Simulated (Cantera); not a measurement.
Feed: 1 mol SiH₂Cl₂, 2.5 mol CH₄, 1400 mol H₂, at 1525 K.

These are equilibrium values from Cantera (NASA tables, ideal gas, pure condensed phases), not measurements of a reactor. Candidate condensed phases: C, C₆H₆, C₇H₈, C₈H₁₈, Si, SiC; 109 gas species. Rates play no part.

log p: log10 of the partial pressure in bar; n: condensed amount in mol.

| P (Pa) | log p H₂ | log p HCl | log p CH₄ | log p H | log p C₂H₂ (acetylene) | log p C₂H₄ | n C(graphite) | n SiC(s) |
|---|---|---|---|---|---|---|---|---|
| 100 | -3.00 | -5.85 | -8.64 | -6.13 | -7.92 | -11.57 | 1.46 | 1.000 |
| 240 | -2.62 | -5.47 | -7.88 | -5.94 | -7.54 | -10.81 | 1.46 | 1.000 |
| 560 | -2.25 | -5.10 | -7.15 | -5.75 | -7.17 | -10.08 | 1.45 | 1.000 |
| 1300 | -1.89 | -4.73 | -6.42 | -5.57 | -6.80 | -9.34 | 1.42 | 1.000 |
| 3200 | -1.50 | -4.34 | -5.63 | -5.37 | -6.41 | -8.56 | 1.36 | 1.000 |
| 7500 | -1.13 | -3.97 | -4.89 | -5.19 | -6.04 | -7.82 | ___ | 1.000 |
| 18000 | -0.75 | -3.59 | -4.13 | -5.00 | -5.66 | -7.06 | ___ | 1.000 |
| 42000 | -0.38 | -3.22 | -3.40 | -4.81 | -5.30 | -6.33 | ___ | 1.000 |
| 100000 | 0.00 | -2.85 | -2.97 | -4.63 | -5.58 | -6.23 | ___ | 1.000 |

**Question.** Complete the blanks.

**Answer.** 
- 7500, n C(graphite): 1.23
- 18000, n C(graphite): 0.889
- 42000, n C(graphite): 0.122
- 100000, n C(graphite): 0
